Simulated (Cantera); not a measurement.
Input: 1 mol BaF₂, 0.17 mol HF, 0.12 mol H₂, equilibrated at 0.0500 bar.

These are equilibrium values from Cantera (NASA tables, ideal gas, pure condensed phases), not measurements of a reactor. Candidate condensed phases: Ba, BaF₂; 14 gas species. Equilibrium is a limit: real reactors are often held back by kinetics, nucleation or transport.

Q: At 1500 K, list the 4 most abundant gas species with their mole fractions, and the condensed phases.

A: HF 0.586, H₂ 0.413, BaF₂ 0.000621, H 5.06e-5. Condensed: BaF₂(s).
